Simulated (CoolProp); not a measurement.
Saturated liquid density (kg/m³) of ethane: the reference equation beside estimates from Tc = 305.3 K, pc = 4.872 MPa, ω = 0.099.

The numbers come from the reference Helmholtz-energy equation of state, Bücker 2006 in CoolProp.

```
T (K)  reference  Redlich-Kwong  Soave-Redlich-Kwong
-----  ---------  -------------  -------------------
229        482.8          450.6                456.0
231.8      478.5          445.3                450.9
234.7      473.9          439.7                445.4
237.5      469.4          434.2                440.0
240.4      464.6          428.3                434.3
243.2      459.9          422.5                428.6
246.1      455.0          416.4                422.5
248.9      450.0          410.2                416.5
251.8      444.8          403.7                410.1
254.6      439.6          397.3                403.7
257.5      434.0          390.4                396.8
260.4      428.3          383.3                389.7
263.2      422.5          376.2                382.6
266.1      416.4          368.6                375.0
```

Absolute difference from the reference over all 14 rows, mean and median: Redlich-Kwong 8.8 and 8.7 %, Soave-Redlich-Kwong 7.5 and 7.3 %.
